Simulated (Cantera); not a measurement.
Charge: 1 mol CH₃F, 0.19 mol H₂, held at 12.0 Pa.

Equilibrium computed with Cantera from the NASA thermochemical tables; the gas is ideal and each condensed phase is pure. Candidate condensed phases: C, C₆H₆, C₇H₈, C₈H₁₈; 95 gas species. The numbers say what is thermodynamically allowed, not how fast it happens.

### Question
What share of the C ends up in condensed phases as a function of T (K), at 2475, 2525, 2575, 2625, 2675, 2725, 2775, 2825, 2875?

### Answer
| T (K) | C condensed (%) | as |
|---|---|---|
| 2475 | 96.1 | C(graphite) |
| 2525 | 92.1 | C(graphite) |
| 2575 | 83.9 | C(graphite) |
| 2625 | 66.7 | C(graphite) |
| 2675 | 31.1 | C(graphite) |
| 2725 | 0.0 | - |
| 2775 | 0.0 | - |
| 2825 | 0.0 | - |
| 2875 | 0.0 | - |
